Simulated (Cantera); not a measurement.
Charge: 1 mol SiH2Cl2, a varied amount of H2O, 4.5 mol NO, held at 1552 °C and 0.133 bar.

Equilibrium computed with Cantera from the NASA thermochemical tables; the gas is ideal and each condensed phase is pure. Candidate condensed phases: H2O, NH4Cl, Si, SiO2, Si2N2O, Si3N4; 47 gas species. The tables hold silica as quartz up to 1696 K and as liquid above; real silica turns to tridymite and cristobalite and melts near 1996 K. Gases not in the tables: Si(OH)4. The numbers say what is thermodynamically allowed, not how fast it happens.

x: gas mole fraction; n: condensed amount in mol.

```
n(H2O) (mol)   x H2O   x N2  x HCl   x O2    x Cl  n SiO2(condensed)
------------  ------  -----  -----  -----  ------  -----------------
0.14          0.0551  0.392  0.288  0.201  0.0555               1.00
0.19          0.0617  0.389  0.289  0.200  0.0525               1.00
0.25               …  0.385  0.289  0.199  0.0494               1.00
0.33          0.0806  0.380  0.289  0.198  0.0458               1.00
0.43          0.0941  0.374  0.288  0.195  0.0421               1.00
0.57           0.113  0.366  0.285  0.192  0.0380               1.00
0.75           0.136  0.356  0.281  0.187  0.0338              1.000
0.99           0.166  0.343  0.274  0.181  0.0296              1.000
1.3            0.202  0.327  0.265  0.174  0.0257              1.000
1.7            0.245  0.309  0.253  0.165  0.0220              1.000
2.3                …      …  0.236  0.153       …              1.000
3              0.358  0.262  0.219  0.141  0.0151              1.000
4              0.424  0.235  0.197  0.126  0.0122              1.000
```

**Question.** Fill in the missing entries.

**Answer.** 
- 0.25, x H2O: 0.0698
- 2.3, x H2O: 0.302
- 2.3, x N2: 0.286
- 2.3, x Cl: 0.0182
